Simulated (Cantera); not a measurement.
What does this Cantera script print?

```python
import numpy as np
import cantera as ct

gas_names = """
    CL CL2 H HCL H2 Si SiCL SiCL2 SiCL3 SiCL4 SiH SiHCL3 SiH2 SiH2CL2 SiH3 SiH3CL SiH4 Si2 Si3
""".split()
cond_names = """
    Si(cr) Si(L)
""".split()


# ... load() reads the species with a 1 bar reference pressure and builds the phases ...
atoms = {
    'Si': {'Si': 1},
    'HCl': {'H': 1, 'CL': 1},
    'H2': {'H': 2},
    'Cl2': {'CL': 2},
}
top_T = {}  # K; cautious upper limits of use, not melting points


# ... equilibrate(T, P, feed) seeds the gas with the atoms and calls Mixture.equilibrate('TP', solver="vcs", rtol=1e-11, max_steps=5000) ...
results = []
feed = {'Si': 1, 'HCl': 5.2, 'H2': 14, 'Cl2': 0.91}  # mol
T = 623  # K
P = 2000000  # Pa
mix = equilibrate(T, P, feed)
results.append((T, P, feed, dict(zip(mix.species_names, mix.species_moles))))
print(gas.report(threshold=0.0001))
for i in range(1, mix.n_phases):
    print(f"{mix.phase(i).name:16s} {mix.phase_moles(i):12.5e} mol")
```

Result:

```
       temperature   623 K
          pressure   2e+06 Pa
           density   6.2717 kg/m^3
  mean mol. weight   16.243 kg/kmol
   phase of matter   gas

                          1 kg             1 kmol
                     ---------------   ---------------
          enthalpy        -2.376e+06       -3.8594e+07  J
   internal energy       -2.6949e+06       -4.3774e+07  J
           entropy            9515.8        1.5457e+05  J/K
    Gibbs function       -8.3044e+06       -1.3489e+08  J
 heat capacity c_p            2042.9             33184  J/K
 heat capacity c_v            1531.1             24870  J/K

                      mass frac. Y      mole frac. X     chem. pot. / RT
                     ---------------   ---------------   ---------------
               HCL           0.35473           0.15804           -39.905
                H2          0.098003           0.78963           -13.714
             SiCL4           0.54717          0.052317           -170.19
     [  +16 minor]        0.00010088        1.2098e-05

Si(cr)            0.00000e+00 mol
```

Cantera equilibrium calculation (NASA polynomials, part measured and part estimated; ideal gas, pure solids and liquids).
